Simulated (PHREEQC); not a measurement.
Solution (25 °C): 0.031 mol K2CO3, 0.051 mol Fe(NO3)3 and 0.0027 mol CO2 per kg of water. Closed to the air; pH follows from the charge balance.

Model: ion-association model, phreeqc.dat, run in PHREEQC.

Each row changes one thing in this solution. No solid was allowed to form.

```csv
case,pH,ionic strength (mol/kgw),HCO3- (mol/kgw)
as made,3.26,0.306,4.05e-5
CO2 left out,3.26,0.306,?
K2CO3 left out,1.78,0.296,?
diluted 5-fold with water,3.49,0.0532,1.13e-5
diluted 10-fold with water,3.49,0.0230,?
CO2 from 0.0027 to 0.00027 mol/kgw,3.26,0.306,?
Fe(NO3)3 left out,?,0.0897,0.00604
```

Q: Complete the blanks.

A: 
- CO2 left out, HCO3- (mol/kgw): 3.73e-5
- K2CO3 left out, HCO3- (mol/kgw): 1.08e-7
- diluted 10-fold with water, HCO3- (mol/kgw): 5.35e-6
- CO2 from 0.0027 to 0.00027 mol/kgw, HCO3- (mol/kgw): 3.76e-5
- Fe(NO3)3 left out, pH: 10.69

Some of these states are supersaturated (in Fe(OH)3(a), Hematite (slow to form), Goethite (slow to form), for instance).
